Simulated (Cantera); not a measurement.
A perfectly stirred reactor is fed with H₂ : O₂ : N₂ = 1 : 0.568 : 2.14 (molar parts), equivalence ratio 0.88, at 2.00 bar; it is adiabatic with a 375 K inlet, and is followed from long to short residence time, starting on the burning branch (τ in s: 0.048, 0.019, 0.0075, 0.003, 0.0012, 0.00047, 0.00019, 7.4e-05, 3e-05, 1.2e-05).

Cantera simulation using the H2/O2 subset of GRI-Mech 3.0, which has no nitrogen chemistry; the numbers are that mechanism's predictions, not measurements.

### Question
What does this change do: H2 1 to 1.3 parts?

### Answer
```csv
quantity,before,after
"blow-out, bracketed by the residence times tried","burning at 12.0 µs, the shortest tried","burning at 12.0 µs, the shortest tried"
x(H₂) at τ = 48.0 ms,0.00410,0.0493
x(O₂) at τ = 48.0 ms,0.0212,0.000583
x(O) at τ = 48.0 ms,0.000682,0.000206
x(H₂O₂) at τ = 48.0 ms,3.05e-7,7.31e-8
x(H) at τ = 48.0 ms,0.000575,0.00348
x(H₂) at τ = 0.470 ms,0.0159,0.0573
x(O₂) at τ = 0.470 ms,0.0253,0.00503
x(O) at τ = 0.470 ms,0.00306,0.00197
x(H₂O₂) at τ = 0.470 ms,5.36e-7,3.40e-7
x(H) at τ = 0.470 ms,0.00523,0.0142
```
